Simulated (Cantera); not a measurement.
A freely propagating, adiabatic, planar premixed flame of H₂ : O₂ : N₂ = 1 : 0.238 : 0.895 (molar parts), equivalence ratio 2.1, unburnt at 373 K and 0.430 bar; mixture-averaged transport, grid criteria slope 0.08 and curve 0.16, no radiation.

Computed with Cantera and the H2/O2 subset of GRI-Mech 3.0, which has no nitrogen chemistry. Burning velocities carry a grid error of a few per cent, more on coarse grids.

### Question
What does this change do: 0.13 parts H2O added?

### Answer
```tsv
quantity	before	after
laminar burning velocity	383 cm/s	348 cm/s
thermal thickness	1.13 mm	1.03 mm
peak x(H₂O₂)	4.21e-5	4.65e-5
peak x(HO₂)	0.000241	0.000284
peak x(H)	0.0899	0.0741
```
